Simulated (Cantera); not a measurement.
A closed system holds: 1 mol Si, 3.1 mol HBr, 38 mol N2, held at 800 °C and 88.0 mbar.

Cantera equilibrium calculation (NASA polynomials, part measured and part estimated; ideal gas, pure solids and liquids). Candidate condensed phases: Br2, Si, Si3N4; 28 gas species. N2 is the only nitrogen source here; it is nearly inert below about 1500 K, so the nitride shown seldom forms there in practice. Rates play no part.

Base state: N2 0.927, HBr 0.0629, H2 0.00693, SiBr4 0.00345, Br 3.41e-5 (mole fractions); condensed: Si3N4(s).

Question: What changes in the equilibrium state with this change: HBr from 3.1 to 12 mol?

Answer: 
| species | before | after |
|---|---|---|
| N2 | 0.927 | 0.771 |
| HBr | 0.0629 | 0.184 |
| H2 | 0.00693 | 0.0302 |
| SiBr4 | 0.00345 | 0.0151 |
| SiHBr3 | 2.74e-6 | 1.78e-5 |
| SiBr3 | 6.76e-6 | 2.11e-5 |
| Br | 3.41e-5 | 4.79e-5 |
| Si3N4(s), mol | 0.287 | 0.0863 |
The tables' values for SiBr3 are old estimates; treat these amounts as uncertain.

Question: What changes in the equilibrium state with this change: N2 from 38 to 6.6 mol?

Answer: 
| species | before | after |
|---|---|---|
| N2 | 0.927 | 0.678 |
| HBr | 0.0629 | 0.252 |
| H2 | 0.00693 | 0.0471 |
| SiBr4 | 0.00345 | 0.0235 |
| SiHBr3 | 2.74e-6 | 3.17e-5 |
| SiBr3 | 6.76e-6 | 3.00e-5 |
| Br | 3.41e-5 | 5.24e-5 |
| Si3N4(s), mol | 0.287 | 0.263 |
The tables' values for SiBr3 are old estimates; treat these amounts as uncertain.
